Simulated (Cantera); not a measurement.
## Counterflow diffusion flame

A counterflow diffusion flame at 1.00 bar, nozzles 20 mm apart: fuel side CH4 = 1 (molar parts) at 375 K, oxidiser side O2 : N2 = 0.24 : 0.76 (molar parts) at 725 K, fuel mass flux 1.1 times the oxidiser's; mixture-averaged transport, no radiation.

Cantera simulation using GRI-Mech 3.0 (53 species, 325 reactions); the numbers are that mechanism's predictions, not measurements. GRI-Mech 3.0 has no aromatics or soot, which form on the fuel side of real flames. The maximum strain rate includes the flame's own expansion and is several times the mean.

```json
[
 {"oxidiser flux (kg/m²/s)": "0.25", "max strain (1/s)": "259", "mean strain (1/s)": "52.7", "T max (K)": "2315", "peak x OH": "0.0134", "peak x H": "0.00640", "peak x NO": "0.000513", "peak x CO": "0.0804", "peak x C2H2": "0.0200"},
 {"oxidiser flux (kg/m²/s)": "0.34", "max strain (1/s)": "341", "mean strain (1/s)": "71.7", "T max (K)": "2299", "peak x OH": "0.0134", "peak x H": "0.00668", "peak x NO": "0.000467", "peak x CO": "0.0787", "peak x C2H2": "0.0193"},
 {"oxidiser flux (kg/m²/s)": "0.47", "max strain (1/s)": "457", "mean strain (1/s)": "99.1", "T max (K)": "2284", "peak x OH": "0.0133", "peak x H": "0.00694", "peak x NO": "0.000425", "peak x CO": "0.0771", "peak x C2H2": "0.0185"},
 {"oxidiser flux (kg/m²/s)": "0.65", "max strain (1/s)": "614", "mean strain (1/s)": "137", "T max (K)": "2271", "peak x OH": "0.0132", "peak x H": "0.00723", "peak x NO": "0.000386", "peak x CO": "0.0757", "peak x C2H2": "0.0178"},
 {"oxidiser flux (kg/m²/s)": "0.89", "max strain (1/s)": "819", "mean strain (1/s)": "188", "T max (K)": "2258", "peak x OH": "0.0131", "peak x H": "0.00750", "peak x NO": "0.000348", "peak x CO": "0.0746", "peak x C2H2": "0.0170"},
 {"oxidiser flux (kg/m²/s)": "1.2", "max strain (1/s)": "1080", "mean strain (1/s)": "253", "T max (K)": "2245", "peak x OH": "0.0129", "peak x H": "0.00770", "peak x NO": "0.000308", "peak x CO": "0.0735", "peak x C2H2": "0.0162"},
 {"oxidiser flux (kg/m²/s)": "1.7", "max strain (1/s)": "1490", "mean strain (1/s)": "359", "T max (K)": "2225", "peak x OH": "0.0126", "peak x H": "0.00787", "peak x NO": "0.000260", "peak x CO": "0.0725", "peak x C2H2": "0.0151"},
 {"oxidiser flux (kg/m²/s)": "2.3", "max strain (1/s)": "1960", "mean strain (1/s)": "485", "T max (K)": "2206", "peak x OH": "0.0122", "peak x H": "0.00794", "peak x NO": "0.000216", "peak x CO": "0.0717", "peak x C2H2": "0.0140"}
]
```
x: mole fraction; the columns are a selection and need not sum to one.
